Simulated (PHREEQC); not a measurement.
Solution (25 °C): 0.0031 mol NaBr and 0.0004 mol (NH4)2SiF6 per kg of water. Closed to the air; pH follows from the charge balance.

Model: ion-association model, phreeqc.dat, run in PHREEQC.

| quantity | before | after |
|---|---|---|
| pH | 3.31 | 3.69 |
| ionic strength (mol/kgw) | 0.00449 | 0.000991 |

Which change was made?
A. (NH4)2SiF6 from 0.0004 to 8e-05 mol/kgw
B. NaBr from 0.0031 to 0.0155 mol/kgw
C. diluted 5-fold with water
D. (NH4)2SiF6 left out
E. diluted 10-fold with water

C, diluted 5-fold with water

No solid was allowed to form. Some of these states are supersaturated (in Quartz (slow to form), Chalcedony (slow to form), for instance). SiF6-2 is the database's only silicon fluoride.
